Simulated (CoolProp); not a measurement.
1-butene along the isotherm 251.85 °C: Z from the reference equation and from simpler models built on Tc = 146.1 °C, pc = 4.006 MPa, ω = 0.192; each cubic takes its own stable root.

The numbers come from the reference Helmholtz-energy equation of state, Lemmon 2005 in CoolProp. It is a short technical equation, of lower accuracy than the large ones.

```json
[
 {"p (MPa)": "0.154", "phase": "gas", "reference": "0.9936", "Pitzer virial": "0.9939", "van der Waals": "0.9935", "Redlich-Kwong": "0.9933", "Soave-Redlich-Kwong": "0.9940", "Peng-Robinson": "0.9929"},
 {"p (MPa)": "0.308", "phase": "gas", "reference": "0.9873", "Pitzer virial": "0.9879", "van der Waals": "0.9869", "Redlich-Kwong": "0.9865", "Soave-Redlich-Kwong": "0.9880", "Peng-Robinson": "0.9857"},
 {"p (MPa)": "0.462", "phase": "gas", "reference": "0.9809", "Pitzer virial": "0.9818", "van der Waals": "0.9802", "Redlich-Kwong": "0.9798", "Soave-Redlich-Kwong": "0.9820", "Peng-Robinson": "0.9786"},
 {"p (MPa)": "0.616", "phase": "gas", "reference": "0.9744", "Pitzer virial": "0.9757", "van der Waals": "0.9735", "Redlich-Kwong": "0.9730", "Soave-Redlich-Kwong": "0.9760", "Peng-Robinson": "0.9715"},
 {"p (MPa)": "0.77", "phase": "gas", "reference": "0.9680", "Pitzer virial": "0.9697", "van der Waals": "0.9667", "Redlich-Kwong": "0.9661", "Soave-Redlich-Kwong": "0.9700", "Peng-Robinson": "0.9644"},
 {"p (MPa)": "0.924", "phase": "gas", "reference": "0.9615", "Pitzer virial": "0.9636", "van der Waals": "0.9599", "Redlich-Kwong": "0.9593", "Soave-Redlich-Kwong": "0.9640", "Peng-Robinson": "0.9573"},
 {"p (MPa)": "1.08", "phase": "gas", "reference": "0.9549", "Pitzer virial": "0.9574", "van der Waals": "0.9529", "Redlich-Kwong": "0.9523", "Soave-Redlich-Kwong": "0.9578", "Peng-Robinson": "0.9501"},
 {"p (MPa)": "1.23", "phase": "gas", "reference": "0.9486", "Pitzer virial": "0.9515", "van der Waals": "0.9462", "Redlich-Kwong": "0.9456", "Soave-Redlich-Kwong": "0.9519", "Peng-Robinson": "0.9431"},
 {"p (MPa)": "1.39", "phase": "gas", "reference": "0.9418", "Pitzer virial": "0.9452", "van der Waals": "0.9389", "Redlich-Kwong": "0.9384", "Soave-Redlich-Kwong": "0.9457", "Peng-Robinson": "0.9358"},
 {"p (MPa)": "1.54", "phase": "gas", "reference": "0.9354", "Pitzer virial": "0.9393", "van der Waals": "0.9319", "Redlich-Kwong": "0.9316", "Soave-Redlich-Kwong": "0.9398", "Peng-Robinson": "0.9289"},
 {"p (MPa)": "1.69", "phase": "gas", "reference": "0.9289", "Pitzer virial": "0.9334", "van der Waals": "0.9250", "Redlich-Kwong": "0.9248", "Soave-Redlich-Kwong": "0.9338", "Peng-Robinson": "0.9220"},
 {"p (MPa)": "1.85", "phase": "gas", "reference": "0.9221", "Pitzer virial": "0.9271", "van der Waals": "0.9175", "Redlich-Kwong": "0.9176", "Soave-Redlich-Kwong": "0.9275", "Peng-Robinson": "0.9146"},
 {"p (MPa)": "2", "phase": "gas", "reference": "0.9156", "Pitzer virial": "0.9212", "van der Waals": "0.9103", "Redlich-Kwong": "0.9107", "Soave-Redlich-Kwong": "0.9216", "Peng-Robinson": "0.9078"}
]
```
